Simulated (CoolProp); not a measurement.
Vapour-liquid equilibrium of isobutane (1) + acetone (2) at 319.4 K; x and y are mole fractions of (1).

The numbers come from the multi-fluid Helmholtz-energy mixture model, Bücker 2006 and Lemmon 2006; pair parameters Bell 2016 in CoolProp.

Q: Give the bubble pressure and the first vapour's composition at x = 0.05, 0.575, 0.875. Is there an azeotrope?

A: x = 0.05: 0.1711 MPa, y = 0.587; x = 0.575: 0.5231 MPa, y = 0.889; x = 0.875: 0.5893 MPa, y = 0.941. No azeotrope shows between x = 0.05 and 0.95.

Pair parameters are fitted to limited data, so mixtures are less certain than the pure fluids. With so large a gap from Raoult's law the liquid may split in two, which this calculation doesn't test in full.
